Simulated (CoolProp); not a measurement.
m-xylene along the isobar 11.7 bar: Z from the reference equation and from simpler models built on Tc = 343.7 °C, pc = 35.35 bar, ω = 0.326; each cubic takes its own stable root.

Computed with CoolProp (reference Helmholtz-energy equation of state, Zhou 2012).

```
T (°C)  phase  reference
------  -----  ---------
278.15    gas     0.7916
283.05    gas     0.7997
287.95    gas     0.8073
292.85    gas     0.8144
297.75    gas     0.8211
302.65    gas     0.8274
307.55    gas     0.8333
312.45    gas     0.8390
317.45    gas     0.8444
322.35    gas     0.8494
327.25    gas     0.8542
332.15    gas     0.8588
337.05    gas     0.8632
341.95    gas     0.8673
346.85    gas     0.8713
```

Task: How far does each simpler model (Pitzer virial, van der Waals, Redlich-Kwong, Soave-Redlich-Kwong, Peng-Robinson) lie from the reference over these 15 states: mean and median of the absolute difference, and the worst?

Result: 
- Pitzer virial: mean 2.8 %, median 2.6 %, worst +4.5 % at 278.15 °C and 11.7 bar
- van der Waals: mean 4.6 %, median 4.3 %, worst +7.7 % at 278.15 °C and 11.7 bar
- Redlich-Kwong: mean 2.0 %, median 1.8 %, worst +3.7 % at 278.15 °C and 11.7 bar
- Soave-Redlich-Kwong: mean 1.3 %, median 1.2 %, worst +2.0 % at 278.15 °C and 11.7 bar
- Peng-Robinson: mean 0.3 %, median 0.3 %, worst -0.4 % at 341.95 °C and 11.7 bar
